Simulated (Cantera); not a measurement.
A closed system holds: 1 mol Si3N4, 0.012 mol C, 0.51 mol H2, at 1498 K and 0.0480 bar.

These are equilibrium values from Cantera (NASA tables, ideal gas, pure condensed phases), not measurements of a reactor. Candidate condensed phases: C, C6H6, C7H8, C8H18, Si, SiC, Si3N4; 105 gas species. Mutual solubility and eutectic melting of coexisting phases are not modelled. The numbers say what is thermodynamically allowed, not how fast it happens.

Base state: H2 0.984, N2 0.0154, H 7.78e-5 (mole fractions); condensed: SiC(s) + Si3N4(s).

What changes in the equilibrium state with this change: 0.11 mol CH4 added?


| species | before | after |
|---|---|---|
| H2 | 0.984 | 0.900 |
| N2 | 0.0154 | 0.100 |
| H | 7.78e-5 | 7.44e-5 |
| HCN | 5.96e-6 | 5.05e-5 |
| CH4 | 5.60e-6 | 1.63e-5 |
| SiC(s), mol | 0.0120 | 0.122 |
| Si3N4(s), mol | 0.996 | 0.959 |

What changes in the equilibrium state with this change: temperature from 1498 K to 2025 K?


```json
[
 {"species": "N2", "before": "0.0154", "after": "0.794"},
 {"species": "H2", "before": "0.984", "after": "0.200"},
 {"species": "H", "before": "7.78e-5", "after": "0.00393"},
 {"species": "Si", "before": "3.26e-8", "after": "0.00121"},
 {"species": "Si2N", "before": "<1e-9", "after": "7.46e-5"},
 {"species": "SiN", "before": "1.15e-9", "after": "5.81e-5"},
 {"species": "Si2C", "before": "<1e-9", "after": "3.69e-5"},
 {"species": "SiC(s), mol", "before": "0.0120", "after": "0.0109"},
 {"species": "Si3N4(s), mol", "before": "0.996", "after": "0"},
 {"species": "Si(l), mol", "before": "0", "after": "2.99"}
]
```
The tables' values for SiN are old estimates; treat these amounts as uncertain. Gases not in the tables: Si2H6 and higher silanes.
